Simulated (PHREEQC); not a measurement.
## Alkaline etch or developer (model solution)

Solution (20 °C): 0.0028 mol TMAH, 4.6e-06 mol CO2 and 0.013 mol K2CO3 per kg of water. Closed to the air; pH follows from the charge balance.

Equilibrium calculation in PHREEQC: ion-association model, phreeqc.dat.

No solid was allowed to form.

Task: What pH does the model give?

Result: pH 11.59.

Task: In which forms is C present?

Result: CO3-2 97 %, HCO3- 3.5 % of the C.

(CH3)4N+ isn't in the database: it is added as a free cation with an ion size of 4 Å.
